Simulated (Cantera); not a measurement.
A perfectly stirred reactor is fed with CH₄ : O₂ : N₂ = 1 : 2.9 : 10.9 (molar parts), equivalence ratio 0.69, at 4.93 atm; it is adiabatic with a 325 K inlet, and is followed from long to short residence time, starting on the burning branch (τ in s: 0.03, 0.015, 0.007, 0.0034, 0.0016, 0.00078, 0.00037, 0.00018, 8.6e-05, 4.1e-05, 2e-05).

Model: GRI-Mech 3.0 (53 species, 325 reactions), integrated in Cantera.

Problem. What does this change do: inlet temperature 325 to 675 K?

Solution. 
```tsv
quantity	before	after
blow-out, bracketed by the residence times tried	burning at 0.180 ms, out at 86.0 µs	burning at 41.0 µs, out at 20.0 µs
x(CH₄) at τ = 30.0 ms	1.36e-5	3.99e-6
x(O₂) at τ = 30.0 ms	0.0608	0.0603
x(H) at τ = 30.0 ms	5.02e-6	2.32e-5
x(CH₃) at τ = 30.0 ms	3.38e-6	1.42e-6
x(HCO) at τ = 30.0 ms	1.25e-8	1.06e-8
x(CH₄) at τ = 0.780 ms	0.000173	7.20e-5
x(O₂) at τ = 0.780 ms	0.0625	0.0615
x(H) at τ = 0.780 ms	0.000117	0.000183
x(CH₃) at τ = 0.780 ms	3.71e-5	2.34e-5
x(HCO) at τ = 0.780 ms	5.24e-7	4.34e-7
```
